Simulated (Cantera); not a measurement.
An adiabatic, constant-volume homogeneous reactor starts with CH₄ : H₂ : O₂ : N₂ = 1 : 0.082 : 1.36 : 5.12 (molar parts), at 1000 K and 15800 Torr.

Detailed kinetics in Cantera: GRI-Mech 3.0 (53 species, 325 reactions). The pressure lies above the range GRI-Mech 3.0 was tuned for (to about 10 atm).

### Question
Predict: time of steepest temperature rise; temperature at 3.00 s; equilibrium temperature; x(H₂) at 3.00 s; x(O₂) at 3.00 s.

### Answer
```
Property                                                            Result
---------------------------------  ---------------------------------------
time of steepest temperature rise                                  9.57 ms
temperature at 3.00 s                                               2810 K
equilibrium temperature                                             2810 K
x(H₂) at 3.00 s                      0.0748 (gas-phase equilibrium 0.0748)
x(O₂) at 3.00 s                    4.47e-5 (gas-phase equilibrium 4.47e-5)
```
